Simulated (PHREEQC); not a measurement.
Make-up at 25 °C: 0.13 mol/kgw NH4HF2, 0.0019 mol/kgw (NH4)2SiF6, 0.17 mol/kgw H3PO4 and 0.0012 mol/kgw HCl. Closed to the air; pH follows from the charge balance.

Model: ion-association model, phreeqc.dat, run in PHREEQC.

```tsv
quantity	before	after
pH	2.13	2.23
HF (mol/kgw)	0.197	0.103
H2PO4- (mol/kgw)	0.0940	0.0504
H3PO4 (mol/kgw)	0.0760	0.0346
F- (mol/kgw)	0.0250	0.0151
SI of Quartz (SiO2)	-10.47	-9.13
```

**Question.** Name the change that produced these shifts.
A) HCl replaced by NH4Cl at the same molality
B) diluted 2-fold with water
C) 0.021 mol/kgw HBr added
D) temperature from 25 to 50 °C
E) 0.097 mol/kgw NaHSO4 added

**Answer.** B, diluted 2-fold with water

No solid was allowed to form. SiF6-2 is the database's only silicon fluoride.
